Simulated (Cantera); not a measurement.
An adiabatic, constant-pressure homogeneous reactor starts with 19.0 % H2, 17.0 % O2, 64.0 % N2, equivalence ratio 0.56, at 1648 K and 1.50 bar.

Computed with Cantera and GRI-Mech 3.0 (53 species, 325 reactions).

One state of this run: T (K) = 2695; x H2 = 0.00828; x O2 = 0.0683; x NO = 0.0169; x H2O = 0.185; x N2O = 1.08e-6; x H2O2 = 6.14e-7; x OH = 0.0236. x: mole fraction; the columns are a selection and need not sum to one.

**Question.** Which value of t (s) does it belong to?
A) 2.00e-6
B) 5.32e-5
C) 0.0126
D) 1.78e-5

**Answer.** C, 0.0126
